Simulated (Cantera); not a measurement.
Cantera run:

```python
import numpy as np
import cantera as ct

gas_names = """
    CL CL2 H HCL H2 Si SiCL SiCL2 SiCL3 SiCL4 SiH SiHCL3 SiH2 SiH2CL2 SiH3 SiH3CL SiH4 Si2 Si3
""".split()
cond_names = """
    Si(cr) Si(L)
""".split()


def load(file, names, dense=False):
    # The tables refer to 1 bar. Condensed volumes are neglected.
    table = {s.name: s for s in ct.Species.list_from_file(file)}
    out = []
    for n in names:
        d = dict(table[n].input_data)
        d["thermo"] = dict(d["thermo"], **{"reference-pressure": 1e5})
        if dense:
            d["equation-of-state"] = {"model": "constant-volume", "density": "1e6 g/cm^3"}
        out.append(ct.Species.from_dict(d))
    return out


gas = ct.Solution(thermo="ideal-gas", species=load("nasa_gas.yaml", gas_names))
cond = {s.name: ct.Solution(thermo="fixed-stoichiometry", species=[s], name=s.name)
        for s in load("nasa_condensed.yaml", cond_names, dense=True)}
atoms = {
    'Si': {'Si': 1},
    'Cl2': {'CL': 2},
    'H2': {'H': 2},
}
top_T = {}  # K; cautious upper limits of use, not melting points


def equilibrate(T, P, feed):
    n = {}
    for name, mol in feed.items():
        for a, k in atoms[name].items():
            n[a] = n.get(a, 0.0) + k * mol
    gas.TPX = T, P, n
    mass = sum(n.values()) * gas.mean_molecular_weight
    gas.equilibrate("TP")
    valid = [c for c in cond.values() if c.min_temp <= T <= top_T.get(c.name, c.max_temp)]
    mix = ct.Mixture([(gas, mass / gas.mean_molecular_weight)] + [(c, 0.0) for c in valid])
    mix.T, mix.P = T, P
    mix.equilibrate("TP", solver="vcs", rtol=1e-11, max_steps=5000)
    return mix


results = []
T = 1098.15  # K
P = 160000  # Pa
for m in [0.5, 0.58, 0.67, 0.77, 0.89, 1, 1.2, 1.4, 1.6, 1.8, 2.1, 2.4]:
    feed = {'Si': 1, 'Cl2': m, 'H2': 3.1}  # mol
    mix = equilibrate(T, P, feed)
    results.append((T, P, feed, dict(zip(mix.species_names, mix.species_moles))))

top = {s: max(r[3][s] / sum(r[3][g] for g in gas_names) for r in results) for s in gas_names}
cols = sorted((s for s in top if top[s] > 1e-06), key=lambda s: -top[s])[:7]
seen = [c for c in cond_names if any(r[3].get(c, 0) > 1e-12 for r in results)]
print("log10 of partial pressures in bar; condensed amounts in mol")
print(f"{'n(Cl2)':>10s}" + "".join(f"{s[:9]:>10s}" for s in cols + seen))
for T, P, feed, n in results:
    ng = sum(n[g] for g in gas_names)
    print(f"{feed['Cl2']:10.4g}" + "".join(f"{np.log10(max(n[s] / ng * P / 1e5, 1e-99)):10.3f}" for s in cols)
          + "".join(f"{n.get(c, 0):10.4g}" for c in seen))
```

Result:

```
log10 of partial pressures in bar; condensed amounts in mol
    n(Cl2)        H2     SiCL4       HCL    SiHCL3   SiH2CL2     SiCL3     SiCL2    Si(cr)
       0.5     0.159    -1.158    -1.549    -1.287    -2.338    -2.628    -2.949    0.7304
      0.58     0.153    -1.088    -1.534    -1.237    -2.308    -2.575    -2.914    0.6868
      0.67     0.146    -1.020    -1.521    -1.190    -2.281    -2.524    -2.880    0.6379
      0.77     0.139    -0.956    -1.509    -1.146    -2.257    -2.476    -2.848    0.5836
      0.89     0.130    -0.891    -1.497    -1.101    -2.233    -2.427    -2.816    0.5186
         1     0.122    -0.839    -1.488    -1.066    -2.215    -2.388    -2.790    0.4592
       1.2     0.108    -0.761    -1.475    -1.014    -2.190    -2.329    -2.750    0.3515
       1.4     0.095    -0.696    -1.465    -0.972    -2.171    -2.281    -2.718    0.2441
       1.6     0.082    -0.641    -1.458    -0.938    -2.157    -2.240    -2.691     0.137
       1.8     0.069    -0.594    -1.453    -0.909    -2.146    -2.205    -2.667   0.03024
       2.1     0.040    -0.476    -0.909    -1.364    -3.174    -2.645    -3.667         0
       2.4    -0.025    -0.470    -0.522    -1.810    -4.073    -3.059    -4.500         0
```

Method: chemical equilibrium by Gibbs-energy minimisation in Cantera with the NASA 1993 tables (ideal gas, pure condensed phases). The tables' values for SiCl3 are old estimates; treat these amounts as uncertain.
